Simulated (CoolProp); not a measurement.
Vapour-liquid equilibrium of dimethyl carbonate (1) + n-octane (2) at 336.8 K; x and y are mole fractions of (1).

Computed with CoolProp (multi-fluid Helmholtz-energy mixture model, Zhou 2011 and Beckmüller 2019; pair parameters Bell 2016).

Q: Give the bubble pressure and the first vapour's composition at x = 0.25, 0.35, 0.45. Is there an azeotrope?

A: x = 0.25: 35.40 kPa, y = 0.715; x = 0.35: 38.69 kPa, y = 0.754; x = 0.45: 40.37 kPa, y = 0.774. y crosses x between x = 0.75 and 0.85: the model has an azeotrope there.

The pair parameters rest on a limited set of measurements; away from them the model extrapolates. With so large a gap from Raoult's law the liquid may split in two, which this calculation doesn't test in full.
